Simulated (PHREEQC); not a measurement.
## Nickel, zinc or cadmium bath (model solution)

Dissolve 0.23 mol ZnCl2, 0.079 mol NaOH and 0.0019 mol H2SO4 per kg of water at 38 °C. Closed to the air; pH follows from the charge balance.

Computed with PHREEQC (ion-association model, wateq4f.dat).

Each row changes one thing in this solution. This is a speciation only: nothing precipitates in the calculation.

```
case                            pH  ionic strength (mol/kgw)  Cl- (mol/kgw)  Zn+2 (mol/kgw)  ZnCl+ (mol/kgw)  ZnOHCl (mol/kgw)  SI of Halite (NaCl)
----------------------------  ----  ------------------------  -------------  --------------  ---------------  ----------------  -------------------
as made                       8.28                     0.473          0.355           0.110           0.0442            0.0342                -3.51
diluted 2-fold with water     8.22                       ___            ___          0.0640           0.0170            0.0131                  ___
temperature from 38 to 80 °C  8.00                     0.388          0.317          0.0530           0.0814           0.00747                  ___
temperature from 38 to 90 °C  7.88                     0.373          0.309          0.0441           0.0879           0.00454                  ___
```

**Question.** Fill in the missing entries.

**Answer.** 
- diluted 2-fold with water, ionic strength (mol/kgw): 0.261
- diluted 2-fold with water, Cl- (mol/kgw): 0.195
- diluted 2-fold with water, SI of Halite (NaCl): -4.03
- temperature from 38 to 80 °C, SI of Halite (NaCl): -3.65
- temperature from 38 to 90 °C, SI of Halite (NaCl): -3.68

Species that the database lacks are ignored. Some of these states are supersaturated (in Zincite(c) (slow to form), for instance). Constants without temperature data keep their 25 °C values here.
